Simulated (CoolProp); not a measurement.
Sulfur hexafluoride along the isotherm 349.8 K: fugacity coefficient from the reference equation and from simpler models built on Tc = 318.7 K, pc = 3.755 MPa, ω = 0.210; each cubic takes its own stable root.

Computed with CoolProp (reference Helmholtz-energy equation of state, Guder 2009).

| p (MPa) | phase | reference |
|---|---|---|
| 0.188 | gas | 0.9878 |
| 0.375 | gas | 0.9757 |
| 0.563 | gas | 0.9636 |
| 0.751 | gas | 0.9515 |
| 0.939 | gas | 0.9395 |
| 1.13 | gas | 0.9274 |
| 1.31 | gas | 0.9160 |
| 1.5 | gas | 0.9041 |
| 1.69 | gas | 0.8922 |
| 1.88 | gas | 0.8804 |

How far does each simpler model (Redlich-Kwong, Soave-Redlich-Kwong) lie from the reference over these 10 states: mean and median of the absolute difference, and the worst?


- Redlich-Kwong: mean 0.4 %, median 0.4 %, worst -0.7 % at 349.8 K and 1.88 MPa
- Soave-Redlich-Kwong: mean 0.1 %, median 0.1 %, worst -0.2 % at 349.8 K and 1.88 MPa
